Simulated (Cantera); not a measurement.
Mixture: 8.20 % CH₄, 19.3 % O₂, 72.5 % N₂, at 34.0 bar, adiabatic and at constant volume. Ignition delay is the time to a rise of 400 K.

Model: GRI-Mech 3.0 (53 species, 325 reactions), integrated in Cantera. The pressure lies above the range GRI-Mech 3.0 was tuned for (to about 10 atm).

### Question
Predict: delay at 1300 K; delay at 1400 K; delay at 1500 K; delay at 1600 K; apparent activation energy between 1550 and 1650 K.

### Answer
```
Quantity                                                 Value
--------------------------------------------------  ----------
delay at 1300 K                                       0.354 ms
delay at 1400 K                                       0.131 ms
delay at 1500 K                                        53.0 µs
delay at 1600 K                                        23.2 µs
apparent activation energy between 1550 and 1650 K  170 kJ/mol
```
